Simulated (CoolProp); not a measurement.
Vapour-liquid equilibrium of ethylene (1) + ethane (2) at 257.7 K; x and y are mole fractions of (1).

Computed with CoolProp (multi-fluid Helmholtz-energy mixture model, Smukala 2000 and Bücker 2006; pair parameters Bell 2016).

```
x      bubble pressure, mixture model (bar)  bubble pressure, Raoult's law (bar)  y, mixture model  y, Raoult's law
-----  ------------------------------------  -----------------------------------  ----------------  ---------------
0.05                                  16.80                                16.71             0.078            0.085
0.125                                 17.80                                17.63             0.182            0.201
0.2                                   18.75                                18.55             0.276            0.306
0.275                                 19.67                                19.47             0.361            0.401
0.35                                  20.57                                20.40             0.441            0.487
0.425                                 21.45                                21.32             0.515            0.566
0.5                                   22.32                                22.24             0.586            0.638
0.575                                 23.19                                23.16             0.654            0.705
0.65                                  24.07                                24.08             0.720            0.766
0.725                                 24.95                                25.00             0.783            0.823
0.8                                   25.86                                25.92             0.845            0.876
0.875                                 26.78                                26.84             0.905            0.925
0.95                                  27.73                                27.76             0.962            0.971
```

The largest gap from Raoult's law is +1.1 % in bubble pressure, at x = 0.2. No azeotrope shows between x = 0.05 and 0.95.

Pair parameters are fitted to limited data, so mixtures are less certain than the pure fluids.
